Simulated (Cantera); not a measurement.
Cantera run, input and output.

```python
import numpy as np
import cantera as ct

gas = ct.Solution("gri30.yaml", transport_model="multicomponent")
show = ['H2', 'H', 'H2O']

rows = []
print(f"{'T/K':>7s}{'rho':>11s}{'cp':>10s}{'mu':>11s}{'lambda':>11s}{'Pr':>7s}" + "".join(f"{'D_' + s:>11s}" for s in show))
for T in [400, 550, 700, 850, 1000, 1150]:
    gas.TPX = T, 6900, {'CO': 0.69}
    Pr = gas.cp_mass * gas.viscosity / gas.thermal_conductivity
    D = [gas.mix_diff_coeffs_mole[gas.species_index(s)] for s in show]
    rows.append([gas.density, gas.cp_mass, gas.viscosity, gas.thermal_conductivity, Pr, *D])
    print(f"{T:7g}{gas.density:11.4e}{gas.cp_mass:10.1f}{gas.viscosity:11.4e}"
          f"{gas.thermal_conductivity:11.4e}{Pr:7.3f}" + "".join(f"{d:11.4e}" for d in D))
print("SI units: kg/m3, J/kg/K, Pa s, W/m/K, m2/s")
```

Result:

```
    T/K        rho        cp         mu     lambda     Pr       D_H2        D_H      D_H2O
    400 5.8112e-02    1048.7 2.1957e-05 3.1878e-02  0.722 1.8457e-03 2.9536e-03 5.7448e-04
    550 4.2263e-02    1074.4 2.7416e-05 4.0971e-02  0.719 3.1492e-03 5.1261e-03 1.0423e-03
    700 3.3207e-02    1111.5 3.2254e-05 4.9979e-02  0.717 4.7077e-03 7.7291e-03 1.6141e-03
    850 2.7347e-02    1151.8 3.6678e-05 5.8966e-02  0.716 6.5004e-03 1.0725e-02 2.2785e-03
   1000 2.3245e-02    1184.0 4.0802e-05 6.7494e-02  0.716 8.5121e-03 1.4086e-02 3.0276e-03
   1150 2.0213e-02    1211.2 4.4693e-05 7.5693e-02  0.715 1.0731e-02 1.7792e-02 3.8554e-03
SI units: kg/m3, J/kg/K, Pa s, W/m/K, m2/s
```

Detailed kinetics in Cantera: GRI-Mech 3.0 (53 species, 325 reactions).
